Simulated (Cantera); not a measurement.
Charge: 1 mol C2H4, 0.16 mol NH3, a varied amount of H2, equilibrated at 84.0 bar.

These are equilibrium values from Cantera (NASA tables, ideal gas, pure condensed phases), not measurements of a reactor. Candidate condensed phases: C, C6H6, C7H8, C8H18; 92 gas species. The ideal-gas law is rough above about 30 bar. Rates play no part.

Stable condensed phases, one row left out:

```
T in K \ n(H2) in mol
         2.1 2.7 3.6 4.7 6.1   8  10  14  18  24
   2925    A   A   A   A   A   A   A   A   B   B
   2725    A   A   A   A   A   A   A   A   A   A
   2525    A   A   A   A   A   A   A   A   A   A
   2325    A   A   A   A   A   A   A   A   A   A
   2125    A   A   A   A   A   A   A   A   A   A
   1925    A   A   A   A   A   A   A   A   A   A
   1725    A   A   A   A   A   A   A   A   A   A
   1525    A   A   A   A   A   A   A   B   B   B
   1125    A   A   B   B   B   B   B   B   B   B
    925    A   B   B   B   B   B   B   B   B   B
    725    B   B   B   B   B   B   B   B   B   B
    525    B   B   B   B   B   B   B   B   B   B
```

A: C; B: gas only.

Give the row for 1325 K.

2.1: C; 2.7: C; 3.6: C; 4.7: C; 6.1: C; 8: gas only; 10: gas only; 14: gas only; 18: gas only; 24: gas only.
